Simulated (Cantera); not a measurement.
Charge: 1 mol CH₃Cl, 0.58 mol H₂, 0.044 mol CH₄, equilibrated at 0.830 bar.

These are equilibrium values from Cantera (NASA tables, ideal gas, pure condensed phases), not measurements of a reactor. Candidate condensed phases: C, C₆H₆, C₇H₈, C₈H₁₈; 91 gas species. Rates play no part.

x: gas mole fraction; n: condensed amount in mol.

| T (°C) | x H₂ | x HCl | x H | x Cl | n C(graphite) |
|---|---|---|---|---|---|
| 1127 | 0.623 | 0.375 | 4.21e-6 | 2.09e-6 | 1.04 |
| 1227 | 0.624 | 0.375 | 1.53e-5 | 7.40e-6 | 1.04 |
| 1327 | 0.624 | 0.375 | 4.72e-5 | 2.24e-5 | 1.04 |
| 1427 | 0.625 | 0.375 | … | … | 1.04 |
| 1527 | 0.625 | 0.375 | 0.000311 | 0.000143 | 1.04 |
| 1627 | 0.624 | 0.374 | 0.000688 | 0.000311 | 1.04 |
| 1727 | 0.623 | 0.374 | 0.00141 | 0.000629 | 1.04 |
| 1827 | 0.622 | 0.373 | … | … | 1.04 |
| 1927 | 0.620 | 0.371 | 0.00487 | 0.00212 | 1.04 |
| 2027 | 0.616 | 0.369 | 0.00834 | 0.00360 | 1.03 |

Q: What belongs in the gaps?

A: 
- 1827, x H: 0.00270
- 1827, x Cl: 0.00119
- 1427, x H: 0.000128
- 1427, x Cl: 5.96e-5
